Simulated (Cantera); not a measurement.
An isothermal, constant-pressure homogeneous reactor starts with 94.0 % N₂O, 6.02 % H₂O, at 1575 K and 3000 Pa.

Computed with Cantera and GRI-Mech 3.0 (53 species, 325 reactions). GRI-Mech 3.0 was tuned for natural gas; its chemistry of N2O as a main component is partial and can be far from experiment. Radical loss at walls, strong at low pressure, is not modelled. The temperature is held fixed by assumption; the heat of reaction is taken as removed at once.

x: mole fraction; the columns are a selection and need not sum to one.

| t (s) | x N₂O | x H₂O | x OH | x NO | x H₂O₂ |
|---|---|---|---|---|---|
| 5.00e-6 | 0.940 | 0.0601 | 1.18e-7 | 2.30e-7 | <1e-12 |
| 2.29e-5 | 0.940 | 0.0601 | 2.25e-6 | 4.40e-6 | 6.37e-12 |
| 0.000105 | 0.939 | 0.0601 | 3.24e-5 | 6.45e-5 | 1.72e-9 |
| 0.000478 | 0.937 | 0.0600 | 0.000220 | 0.000502 | 1.13e-7 |
| 0.00219 | 0.924 | 0.0596 | 0.000451 | 0.00250 | 2.62e-7 |
| 0.0100 | 0.871 | 0.0585 | 0.000498 | 0.0110 | 1.50e-7 |
| 0.0457 | 0.673 | 0.0544 | 0.000529 | 0.0421 | 5.01e-8 |
| 0.209 | 0.249 | 0.0458 | 0.000498 | 0.107 | 8.70e-9 |
| 0.956 | … | 0.0408 | … | 0.139 | … |
| 4.37 | 4.50e-6 | 0.0408 | 0.000235 | 0.139 | 1.11e-9 |
| 20.0 | 4.34e-6 | 0.0408 | 0.000235 | 0.139 | 1.11e-9 |

**Question.** Some entries are withheld; supply them.

**Answer.** 
- 0.956, x N₂O: 0.00672
- 0.956, x OH: 0.000393
- 0.956, x H₂O₂: 1.95e-9
